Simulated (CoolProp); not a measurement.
Tetrahydrofuran at 298.15 K and 0.00989 MPa is throttled through a valve to 0.00237 MPa with no heat exchange. Each further row changes one setting.

Computed with CoolProp (reference Helmholtz-energy equation of state, Fiedler 2023).

```tsv
case	temperature change (K)	final density (kg/m³)
as stated	-0.3	___
outlet pressure 0.000711 MPa	___	___
outlet pressure 0.00308 MPa	-0.3	0.0898
```

Problem. Complete the blanks.

Solution. 
- as stated, final density (kg/m³): 0.0691
- outlet pressure 0.000711 MPa, temperature change (K): -0.4
- outlet pressure 0.000711 MPa, final density (kg/m³): 0.0207
